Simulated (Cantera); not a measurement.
Input (Python, Cantera) and output of one run.

```python
import numpy as np
import cantera as ct

gas_names = """
    CL CL2 N N2 Si SiCL SiCL2 SiCL3 SiCL4 SiN Si2 Si2N Si3
""".split()
cond_names = """
    Si(cr) Si(L) Si3N4(a)
""".split()


# ... load() reads the species with a 1 bar reference pressure and builds the phases ...
atoms = {
    'Si': {'Si': 1},
    'Cl2': {'CL': 2},
    'N2': {'N': 2},
}
top_T = {'Si3N4(a)': 2400}  # K; cautious upper limits of use, not melting points


# ... equilibrate(T, P, feed) seeds the gas with the atoms and calls Mixture.equilibrate('TP', solver="vcs", rtol=1e-11, max_steps=5000) ...
results = []
feed = {'Si': 1, 'Cl2': 0.52, 'N2': 22}  # mol
P = 130  # Pa
for T in [550, 625, 700, 775, 850, 925, 1000, 1075, 1150, 1225, 1300, 1375]:
    mix = equilibrate(T, P, feed)
    results.append((T, P, feed, dict(zip(mix.species_names, mix.species_moles))))

top = {s: max(r[3][s] / sum(r[3][g] for g in gas_names) for r in results) for s in gas_names}
cols = sorted((s for s in top if top[s] > 1e-06), key=lambda s: -top[s])[:9]
seen = [c for c in cond_names if any(r[3].get(c, 0) > 1e-12 for r in results)]
print("log10 of partial pressures in bar; condensed amounts in mol")
print(f"{'T/K':>10s}" + "".join(f"{s[:9]:>10s}" for s in cols + seen))
for T, P, feed, n in results:
    ng = sum(n[g] for g in gas_names)
    print(f"{T:10.4g}" + "".join(f"{np.log10(max(n[s] / ng * P / 1e5, 1e-99)):10.3f}" for s in cols)
          + "".join(f"{n.get(c, 0):10.4g}" for c in seen))
```

Result:

```
log10 of partial pressures in bar; condensed amounts in mol
       T/K        N2     SiCL2     SiCL4     SiCL3        CL  Si3N4(a)
       550    -2.891   -20.302    -4.809   -14.330   -19.894    0.2467
       625    -2.891   -17.046    -4.809   -12.413   -17.322    0.2467
       700    -2.891   -14.492    -4.809   -10.909   -15.299    0.2467
       775    -2.891   -12.436    -4.809    -9.699   -13.665    0.2467
       850    -2.891   -10.748    -4.809    -8.704   -12.319    0.2467
       925    -2.891    -9.337    -4.809    -7.872   -11.190    0.2466
      1000    -2.891    -8.141    -4.810    -7.168   -10.229    0.2466
      1075    -2.891    -7.118    -4.816    -6.567    -9.403    0.2461
      1150    -2.891    -6.238    -4.837    -6.057    -8.687    0.2438
      1225    -2.892    -5.498    -4.912    -5.654    -8.073    0.2347
      1300    -2.894    -4.937    -5.163    -5.437    -7.575     0.209
      1375    -2.895    -4.639    -5.786    -5.544    -7.231    0.1776
```

Method: chemical equilibrium by Gibbs-energy minimisation in Cantera with the NASA 1993 tables (ideal gas, pure condensed phases). N2 is the only nitrogen source here; it is nearly inert below about 1500 K, so the nitride shown seldom forms there in practice. The tables' values for SiCl3 are old estimates; treat these amounts as uncertain.
